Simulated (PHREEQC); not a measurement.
A solution holds 2 mmol/kgw FeSO4, 1.7 mmol/kgw NiCl2, 8.3 mmol/kgw HCl and 0.59 mmol/kgw Na2SO4, at 25 °C. Closed to the air; pH follows from the charge balance.

Equilibrium calculation in PHREEQC: ion-association model, wateq4f.dat.

This is a speciation only: nothing precipitates in the calculation.

Problem. What pH does the model give?

Solution. pH 2.17.

Problem. In which forms is S present?

Solution. SO4-2 60 %, HSO4- 26 %, FeSO4 6.6 %, NiSO4 5.9 % of the S.
